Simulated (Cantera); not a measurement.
A closed system holds: 1 mol Si, 9.4 mol Br2, 81 mol H2, equilibrated at 1073.15 K and 1800 Pa.

Equilibrium computed with Cantera from the NASA thermochemical tables; the gas is ideal and each condensed phase is pure. Candidate condensed phases: Br2, Si; 19 gas species. The tables' values for SiBr3 are old estimates; treat these amounts as uncertain. Rates play no part.

Base state: H2 0.822, HBr 0.167, SiBr4 0.0102, SiBr2 0.000468, SiHBr3 0.000361, SiBr3 0.000181, Br 1.84e-5 (mole fractions); condensed: gas only.

### Question
What changes in the equilibrium state with this change: pressure from 1800 Pa to 8.10 Pa?

### Answer
| species | before | after |
|---|---|---|
| H2 | 0.822 | 0.805 |
| HBr | 0.167 | 0.183 |
| SiBr2 | 0.000468 | 0.00961 |
| SiBr4 | 0.0102 | 0.00115 |
| Br | 1.84e-5 | 0.000304 |
| SiHBr3 | 0.000361 | 3.66e-5 |
| SiBr3 | 0.000181 | 0.000276 |

### Question
What changes in the equilibrium state with this change: pressure from 1800 Pa to 42.0 Pa?

### Answer
```tsv
species	before	after
H2	0.822	0.811
HBr	0.167	0.178
SiBr2	0.000468	0.00666
SiBr4	0.0102	0.00389
Br	1.84e-5	0.000129
SiHBr3	0.000361	0.000128
SiBr3	0.000181	0.000422
```
